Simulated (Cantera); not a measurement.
A closed system holds: 1 mol SiC, 0.7 mol C, 5.8 mol N2, at 3023 K and 13.3 mbar.

These are equilibrium values from Cantera (NASA tables, ideal gas, pure condensed phases), not measurements of a reactor. Candidate condensed phases: C, Si, SiC, Si3N4; 20 gas species. The tables' values for SiN are old estimates; treat these amounts as uncertain. Rates play no part.

Base state: N2 0.799, Si 0.0778, SiC2 0.0609, CN 0.0271, C3 0.0250, C 0.00445, C2 0.00270, C2N2 0.000736 (mole fractions); condensed: gas only.

What changes in the equilibrium state with this change: temperature from 3023 K to 2250 K?


```csv
species,before,after
N2,0.799,0.993
Si,0.0778,0.00553
SiC2,0.0609,0.000640
C3,0.0250,4.87e-7
CN,0.0271,8.83e-5
C5,0.000435,<1e-9
C4,8.49e-5,<1e-9
C2,0.00270,4.29e-8
C,0.00445,2.73e-7
CNC,6.69e-5,7.88e-9
"C(graphite), mol",0,0.731
"SiC(s), mol",0,0.959
```

What changes in the equilibrium state with this change: N2 from 5.8 to 0.098 mol?


| species | before | after |
|---|---|---|
| Si | 0.0778 | 0.453 |
| SiC2 | 0.0609 | 0.399 |
| N2 | 0.799 | 0.0818 |
| Si2C | 0.000410 | 0.0147 |
| CN | 0.0271 | 0.00920 |
| C3 | 0.0250 | 0.0298 |
| Si2 | 3.37e-5 | 0.00114 |
| Si2N | 2.40e-6 | 2.60e-5 |
| C2N2 | 0.000736 | 8.48e-5 |
| C4N2 | 1.19e-5 | 1.55e-6 |
| C(graphite), mol | 0 | 0.653 |
